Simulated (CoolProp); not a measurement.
Tetradecamethylhexasiloxane (MD4M) along the isobar 166 kPa: Z from the reference equation and from simpler models built on Tc = 653.2 K, pc = 828.6 kPa, ω = 0.800; each cubic takes its own stable root.

Computed with CoolProp (reference Helmholtz-energy equation of state, Thol 2019).

```json
[
 {"T (K)": "223.8", "phase": "liquid", "reference": "0.04268"},
 {"T (K)": "251", "phase": "liquid", "reference": "0.03915"},
 {"T (K)": "278.1", "phase": "liquid", "reference": "0.03636"},
 {"T (K)": "305.3", "phase": "liquid", "reference": "0.03411"},
 {"T (K)": "332.4", "phase": "liquid", "reference": "0.03229"},
 {"T (K)": "359.5", "phase": "liquid", "reference": "0.03081"},
 {"T (K)": "386.7", "phase": "liquid", "reference": "0.02960"},
 {"T (K)": "413.8", "phase": "liquid", "reference": "0.02863"},
 {"T (K)": "441", "phase": "liquid", "reference": "0.02788"},
 {"T (K)": "468.1", "phase": "liquid", "reference": "0.02734"},
 {"T (K)": "495.3", "phase": "liquid", "reference": "0.02700"}
]
```

Question: How far does each simpler model (Redlich-Kwong, Soave-Redlich-Kwong, Peng-Robinson) lie from the reference over these 11 states: mean and median of the absolute difference, and the worst?

Answer: 
- Redlich-Kwong: mean 26.3 %, median 25.8 %, worst +29.7 % at 223.8 K and 166 kPa
- Soave-Redlich-Kwong: mean 16.9 %, median 16.0 %, worst +25.0 % at 223.8 K and 166 kPa
- Peng-Robinson: mean 4.5 %, median 3.4 %, worst +12.0 % at 223.8 K and 166 kPa
